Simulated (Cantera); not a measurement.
## Thermodynamics of iron carbonyl, mercury and lead vapours, feed PbO + H₂ + N₂

Charge: 1 mol PbO, 0.24 mol H₂, 75 mol N₂, held at 66.0 Pa.

Equilibrium computed with Cantera from the NASA thermochemical tables; the gas is ideal and each condensed phase is pure. Candidate condensed phases: H₂O, Pb, PbO, PbO₂, Pb₃O₄; 27 gas species. Equilibrium is a limit: real reactors are often held back by kinetics, nucleation or transport.

From 523 K to 598 K the condensed part is Pb(s) + PbO(red). From 673 K to 748 K the condensed part is Pb(l) + PbO(red). From 823 K to 898 K the condensed part is Pb(l) + PbO(yellow). At 973 K the condensed part is PbO(yellow).

| T (K) | x N₂ | x H₂O | x Pb | x PbO | x H₂ | n Pb(s) | n PbO(red) | n Pb(l) | n PbO(yellow) |
|---|---|---|---|---|---|---|---|---|---|
| 523 | 0.997 | 0.00319 | 2.60e-11 | <1e-12 | 2.64e-8 | 0.240 | 0.760 | 0 | 0 |
| 598 | 0.997 | 0.00319 | 6.87e-9 | <1e-12 | 5.75e-8 | 0.240 | 0.760 | 0 | 0 |
| 673 | 0.997 | 0.00319 | 4.64e-7 | 3.57e-11 | 9.80e-8 | 0 | 0.760 | 0.240 | 0 |
| 748 | 0.997 | 0.00319 | 1.33e-5 | 5.63e-9 | 1.53e-7 | 0 | 0.760 | 0.239 | 0 |
| 823 | 0.997 | 0.00319 | 0.000203 | 3.44e-7 | 2.25e-7 | 0 | 0 | 0.225 | 0.760 |
| 898 | 0.995 | 0.00318 | 0.00196 | 1.04e-5 | 3.15e-7 | 0 | 0 | 0.0920 | 0.759 |
| 973 | 0.993 | 0.00318 | 0.00318 | 0.000183 | 1.02e-7 | 0 | 0 | 0 | 0.746 |
x: gas mole fraction; n: condensed amount in mol.
